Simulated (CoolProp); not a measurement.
Vapour pressure (MPa) of acetone: the reference equation beside estimates from Tc = 508.1 K, pc = 4.692 MPa, ω = 0.307. Clausius-Clapeyron is anchored at 420.8 K with a constant enthalpy of vaporisation of 21.88 kJ/mol.

Model: reference Helmholtz-energy equation of state, Lemmon 2006, in CoolProp. It is a short technical equation, of lower accuracy than the large ones.

| T (K) | reference | Lee-Kesler | Clausius-Clapeyron | van der Waals | Soave-Redlich-Kwong |
|---|---|---|---|---|---|
| 394.6 | 0.6252 | 0.6324 | 0.7200 | 1.566 | 0.6339 |
| 407.7 | 0.8335 | 0.8441 | 0.8920 | 1.824 | 0.8482 |
| 420.8 | 1.091 | 1.104 | 1.091 | 2.107 | 1.113 |
| 433.9 | 1.403 | 1.420 | 1.317 | 2.417 | 1.435 |
| 446.9 | 1.777 | 1.795 | 1.571 | 2.750 | 1.817 |
| 460 | 2.225 | 2.244 | 1.858 | 3.113 | 2.274 |
| 473.1 | 2.756 | 2.774 | 2.177 | 3.505 | 2.811 |
| 486.2 | 3.381 | 3.397 | 2.529 | 3.925 | 3.434 |
| 499.3 | 4.119 | 4.130 | 2.915 | 4.374 | 4.152 |

Absolute difference from the reference over all 9 rows, mean and median: Lee-Kesler 0.9 and 1.0 %, Clausius-Clapeyron 14.6 and 15.2 %, van der Waals 64.3 and 54.8 %, Soave-Redlich-Kwong 1.8 and 2.0 %.
